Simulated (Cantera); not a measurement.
What does this Cantera script print?

```python
import numpy as np
import cantera as ct

gas = ct.Solution("h2o2.yaml")
gas.TPX = 1075, 49000, {'H2': 1.9, 'O2': 1, 'N2': 1}
reactor = ct.IdealGasConstPressureReactor(gas, energy="off", clone=False)
net = ct.ReactorNet([reactor])
net.rtol, net.atol = 1e-08, 1e-18
show = ['H2', 'O2', 'H', 'HO2', 'O', 'H2O', 'H2O2']
times = np.geomspace(0.0001, 10, 10)

steps = ct.SolutionArray(gas, extra=["t"])
rows = []
print(f"{'t/s':>10s}{'T/K':>9s}{'P/Pa':>11s}" + "".join(f"{s:>11s}" for s in show))
for t in times:
    while net.time < t:
        t_next = net.step()
        steps.append(gas.state, t=t_next)
    rows.append([np.interp(t, steps.t, y) for y in (steps.T, steps.P, *steps(*show).X.T)])
    print(f"{t:10.3e}{rows[-1][0]:9.1f}{rows[-1][1]:11.4g}" + "".join(f"{x:11.3e}" for x in rows[-1][2:]))
rate = np.gradient(steps.T, steps.t)
print("integrator steps:", len(steps.t))
if steps.T.max() > steps.T[0] + 200:
    print(f"time of steepest temperature rise: {steps.t[rate.argmax()]:.4e} s")
gas.TPX = 1075, 49000, {'H2': 1.9, 'O2': 1, 'N2': 1}
gas.equilibrate("TP")
print(f"equilibrium (TP): T = {gas.T:.1f} K  " + "  ".join(f"{s} {gas[s].X[0]:.3e}" for s in show))
```

It prints:

```
       t/s      T/K       P/Pa         H2         O2          H        HO2          O        H2O       H2O2
 1.000e-04   1075.0    4.9e+04  4.722e-01  2.502e-01  7.213e-03  8.644e-05  8.464e-04  1.207e-02  1.315e-06
 3.594e-04   1075.0    4.9e+04  2.145e-02  2.752e-02  1.394e-03  5.283e-05  2.516e-04  6.139e-01  6.676e-06
 1.292e-03   1075.0    4.9e+04  7.874e-03  2.078e-02  7.336e-05  3.604e-05  1.929e-05  6.335e-01  4.387e-06
 4.642e-03   1075.0    4.9e+04  5.361e-03  1.956e-02  5.144e-06  2.801e-05  1.455e-06  6.370e-01  6.709e-06
 1.668e-02   1075.0    4.9e+04  3.811e-03  1.880e-02  2.418e-06  2.290e-05  7.195e-07  6.390e-01  4.924e-06
 5.995e-02   1075.0    4.9e+04  1.801e-03  1.782e-02  7.239e-07  1.483e-05  2.357e-07  6.417e-01  2.199e-06
 2.154e-01   1075.0    4.9e+04  4.978e-04  1.719e-02  1.010e-07  5.975e-06  3.580e-08  6.434e-01  3.879e-07
 7.743e-01   1075.0    4.9e+04  7.885e-05  1.699e-02  7.954e-09  1.282e-06  2.989e-09  6.440e-01  2.417e-08
 2.783e+00   1075.0    4.9e+04  2.897e-06  1.695e-02  2.233e-10  5.789e-08  1.379e-10  6.441e-01  4.747e-10
 1.000e+01   1075.0    4.9e+04  5.648e-09  1.695e-02  1.412e-12  9.880e-10  1.747e-10  6.441e-01  2.900e-10
integrator steps: 2244
equilibrium (TP): T = 1075.0 K  H2 4.985e-09  O2 1.695e-02  H 1.490e-12  HO2 9.140e-10  O 2.455e-10  H2O 6.441e-01  H2O2 4.043e-10
```

Model: the H2/O2 subset of GRI-Mech 3.0, which has no nitrogen chemistry, integrated in Cantera. The temperature is held fixed by assumption; the heat of reaction is taken as removed at once.
